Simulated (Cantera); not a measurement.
A perfectly stirred reactor is fed with CH3OH : O2 : N2 = 0.028 : 0.051 : 1 (molar parts), equivalence ratio 0.82, at 13.8 atm; it is held at 1325 K, and followed from long to short residence time.

Computed with Cantera and GRI-Mech 3.0 (53 species, 325 reactions). GRI-Mech 3.0 was tuned for natural gas; its chemistry of methanol as a main component is partial and can be far from experiment. The pressure lies above the range GRI-Mech 3.0 was tuned for (to about 10 atm). The temperature is held fixed by assumption; the heat of reaction is taken as removed at once.

One state of this run: x CH3OH = 3.66e-5; x O2 = 0.00895; x C2H4 = 2.01e-12; x C2H = <1e-12; x CO = 0.00120. x: mole fraction; the columns are a selection and need not sum to one.

**Question.** Which value of τ (s) does it belong to?
A. 0.32
B. 0.11
C. 19
D. 0.041

**Answer.** B, 0.11
